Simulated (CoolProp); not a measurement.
Model: reference Helmholtz-energy equation of state, Younglove 1994, in CoolProp. It is a modified Benedict-Webb-Rubin equation, recast in Helmholtz form.

Question: For R123, give the phase and the speed of sound (m/s), Joule-Thomson coefficient (K/MPa) at 396.8 K and 0.0143 MPa; 370.4 K and 1.67 MPa; 435.4 K and 0.383 MPa.

Answer: 
- 396.8 K and 0.0143 MPa: gas; speed of sound 152, Joule-Thomson coefficient 14.9
- 370.4 K and 1.67 MPa: liquid; speed of sound 449, Joule-Thomson coefficient -0.0142
- 435.4 K and 0.383 MPa: gas; speed of sound 153, Joule-Thomson coefficient 11.9
